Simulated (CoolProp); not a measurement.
Vapour-liquid equilibrium of R143a (1) + R1234yf (2) at 1.33 MPa; x and y are mole fractions of (1).

Model: multi-fluid Helmholtz-energy mixture model, Lemmon and Jacobsen 2000 and Lemmon 2022; pair parameters Bell 2016, in CoolProp.

```json
[
 {"x": "0.05", "bubble temperature (K)": "322.4", "y at the bubble point": "0.074", "dew temperature at overall composition x (K)": "322.9", "liquid density (mol/L)": "8.754"},
 {"x": "0.125", "bubble temperature (K)": "320.1", "y at the bubble point": "0.178", "dew temperature at overall composition x (K)": "321.3", "liquid density (mol/L)": "8.917"},
 {"x": "0.2", "bubble temperature (K)": "317.9", "y at the bubble point": "0.275", "dew temperature at overall composition x (K)": "319.6", "liquid density (mol/L)": "9.081"},
 {"x": "0.275", "bubble temperature (K)": "315.8", "y at the bubble point": "0.364", "dew temperature at overall composition x (K)": "317.9", "liquid density (mol/L)": "9.245"},
 {"x": "0.35", "bubble temperature (K)": "313.9", "y at the bubble point": "0.448", "dew temperature at overall composition x (K)": "316.2", "liquid density (mol/L)": "9.411"},
 {"x": "0.425", "bubble temperature (K)": "312.0", "y at the bubble point": "0.526", "dew temperature at overall composition x (K)": "314.4", "liquid density (mol/L)": "9.578"},
 {"x": "0.5", "bubble temperature (K)": "310.3", "y at the bubble point": "0.599", "dew temperature at overall composition x (K)": "312.6", "liquid density (mol/L)": "9.748"},
 {"x": "0.575", "bubble temperature (K)": "308.6", "y at the bubble point": "0.668", "dew temperature at overall composition x (K)": "310.8", "liquid density (mol/L)": "9.920"},
 {"x": "0.65", "bubble temperature (K)": "307.0", "y at the bubble point": "0.734", "dew temperature at overall composition x (K)": "309.0", "liquid density (mol/L)": "10.09"},
 {"x": "0.725", "bubble temperature (K)": "305.4", "y at the bubble point": "0.796", "dew temperature at overall composition x (K)": "307.2", "liquid density (mol/L)": "10.27"},
 {"x": "0.8", "bubble temperature (K)": "303.9", "y at the bubble point": "0.855", "dew temperature at overall composition x (K)": "305.3", "liquid density (mol/L)": "10.46"},
 {"x": "0.875", "bubble temperature (K)": "302.5", "y at the bubble point": "0.911", "dew temperature at overall composition x (K)": "303.4", "liquid density (mol/L)": "10.64"},
 {"x": "0.95", "bubble temperature (K)": "301.1", "y at the bubble point": "0.965", "dew temperature at overall composition x (K)": "301.5", "liquid density (mol/L)": "10.83"}
]
```

No azeotrope shows between x = 0.05 and 0.95.

Pair parameters are fitted to limited data, so mixtures are less certain than the pure fluids.
